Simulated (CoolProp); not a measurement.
Vapour-liquid equilibrium of carbon dioxide (1) + propylene (2) at -32.75 °C; x and y are mole fractions of (1).

Computed with CoolProp (multi-fluid Helmholtz-energy mixture model, Span 1996 and Lemmon 2013; pair parameters Bell 2016).

### Question
Give the bubble pressure and the first vapour's composition at x = 0.2, 0.5, 0.65. Is there an azeotrope?

### Answer
x = 0.2: 0.5625 MPa, y = 0.697; x = 0.5: 0.9149 MPa, y = 0.852; x = 0.65: 1.034 MPa, y = 0.891. No azeotrope shows between x = 0.05 and 0.95.

Pair parameters are fitted to limited data, so mixtures are less certain than the pure fluids.
